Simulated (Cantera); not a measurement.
A Cantera script and what it prints.

```python
import numpy as np
import cantera as ct

gas_names = [...]  # 123 gases of nasa_gas.yaml made of C, H, O, Si
cond_names = """
    C(gr) C6H6(L) C7H8(L) C8H18(L),n-octa H2O(s) H2O(L) Si(cr) Si(L) SiC(b) SiO2(Lqz) SiO2(hqz) SiO2(L)
""".split()


# ... load() reads the species with a 1 bar reference pressure and builds the phases ...
atoms = {
    'SiC': {'Si': 1, 'C': 1},
    'O2': {'O': 2},
    'H2': {'H': 2},
}
top_T = {'C(gr)': 4500, 'SiC(b)': 3050}  # K; cautious upper limits of use, not melting points


# ... equilibrate(T, P, feed) seeds the gas with the atoms and calls Mixture.equilibrate('TP', solver="vcs", rtol=1e-11, max_steps=5000) ...
results = []
feed = {'SiC': 1, 'O2': 0.22, 'H2': 270}  # mol
P = 1400  # Pa
for T in [975, 1075, 1175, 1275, 1375, 1475, 1575, 1675, 1775, 1875, 1975, 2075, 2175]:
    mix = equilibrate(T, P, feed)
    results.append((T, P, feed, dict(zip(mix.species_names, mix.species_moles))))

top = {s: max(r[3][s] / sum(r[3][g] for g in gas_names) for r in results) for s in gas_names}
cols = sorted((s for s in top if top[s] > 1e-06), key=lambda s: -top[s])[:6]
seen = [c for c in cond_names if any(r[3].get(c, 0) > 1e-12 for r in results)]
print("log10 of partial pressures in bar; condensed amounts in mol")
print(f"{'T/K':>10s}" + "".join(f"{s[:9]:>10s}" for s in cols + seen))
for T, P, feed, n in results:
    ng = sum(n[g] for g in gas_names)
    print(f"{T:10.4g}" + "".join(f"{np.log10(max(n[s] / ng * P / 1e5, 1e-99)):10.3f}" for s in cols)
          + "".join(f"{n.get(c, 0):10.4g}" for c in seen))
```

Output:

```
log10 of partial pressures in bar; condensed amounts in mol
       T/K        H2         H        Si        CO C2H2,acet       SiO     C(gr)    SiC(b) SiO2(hqz)
       975    -1.854    -9.869   -19.524    -7.812   -11.766   -11.335         0    0.7802    0.2198
      1075    -1.854    -8.761   -17.263    -5.797    -9.978    -9.591  0.003651    0.7954    0.2046
      1175    -1.854    -7.839   -14.691    -5.177    -9.894    -7.800         0    0.8442    0.1555
      1275    -1.854    -7.060   -12.221    -5.112   -10.430    -6.142         0    0.8478    0.1383
      1375    -1.855    -6.392   -10.277    -4.945   -10.562    -4.943         0    0.7799         0
      1475    -1.855    -5.814    -9.043    -4.944    -9.785    -4.943         0    0.7798         0
      1575    -1.855    -5.309    -7.968    -4.944    -9.108    -4.944         0    0.7796         0
      1675    -1.855    -4.863    -7.025    -4.941    -8.510    -4.946         0    0.7784         0
      1775    -1.856    -4.466    -6.199    -4.929    -7.959    -4.960         0    0.7715         0
      1875    -1.857    -4.112    -5.506    -4.880    -7.380    -5.021         0    0.7417         0
      1975    -1.860    -3.794    -4.998    -4.773    -6.636    -5.240         0    0.6573         0
      2075    -1.865    -3.507    -4.686    -4.685    -5.673    -5.741         0    0.4908         0
      2175    -1.874    -3.249    -4.383    -4.666    -4.922    -6.177         0         0         0
```

Cantera equilibrium calculation (NASA polynomials, part measured and part estimated; ideal gas, pure solids and liquids). Mutual solubility and eutectic melting of coexisting phases are not modelled. The tables hold silica as quartz up to 1696 K and as liquid above; real silica turns to tridymite and cristobalite and melts near 1996 K. Gases not in the tables: Si2H6 and higher silanes.
